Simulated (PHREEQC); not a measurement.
Solution (20 °C): 0.16 mol Cu(NO3)2 and 0.0027 mol FeCl3 per kg of water. Closed to the air; pH follows from the charge balance.

Equilibrium calculation in PHREEQC: ion-association model, phreeqc.dat.

Each row changes one thing in this solution. Precipitation was switched off in this run.

```tsv
case	pH	CuOH+ (mol/kgw)	Cu2(OH)2+2 (mol/kgw)	Cu(OH)2 (mol/kgw)
as made	2.82	4.08e-7	6.45e-8	3.29e-10
FeCl3 left out	4.20	9.68e-6	3.66e-5	1.84e-7
FeCl3 from 0.0027 to 0.0054 mol/kgw	2.60	2.41e-7	2.23e-8	1.15e-10
diluted 10-fold with water	3.54	3.30e-7	4.19e-8	1.93e-9
Cu(NO3)2 from 0.16 to 0.32 mol/kgw	2.88	8.17e-7	1.68e-7	6.13e-10
FeCl3 from 0.0027 to 0.00297 mol/kgw	2.79	3.79e-7	5.56e-8	2.84e-10
```

The ionic strength passes 0.7 mol/kgw, the rough limit of the ion-association models, in Cu(NO3)2 from 0.16 to 0.32 mol/kgw. Some of these states are supersaturated (in Hematite (slow to form), Goethite (slow to form), Fe(OH)3(a), for instance).
